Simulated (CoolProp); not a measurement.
A Linde-Hampson liquefier for CF4 (R14): isothermal reversible compression at 250 K from 1 atm to 20 MPa, throttling to 1 atm, return gas leaving the recuperator 10 K below the feed. Each further row changes one setting.

Computed with CoolProp (reference Helmholtz-energy equation of state, Platzer 1990). This equation is an older, rougher fit; its heat capacities, sound speeds and derivatives of the liquid may be far off and weren't checked against measurements.

```json
[
 {"case": "as stated", "liquid yield per pass": "0.416", "compression work (kJ/kg of gas)": "100"},
 {"case": "high pressure 40 MPa", "liquid yield per pass": "0.408", "compression work (kJ/kg of gas)": "116"},
 {"case": "warm-end temperature 280 K", "liquid yield per pass": "___", "compression work (kJ/kg of gas)": "___"},
 {"case": "warm-end gap 15 K", "liquid yield per pass": "___", "compression work (kJ/kg of gas)": "100"}
]
```

Fill in the missing entries.


- warm-end temperature 280 K, liquid yield per pass: 0.310
- warm-end temperature 280 K, compression work (kJ/kg of gas): 121
- warm-end gap 15 K, liquid yield per pass: 0.406
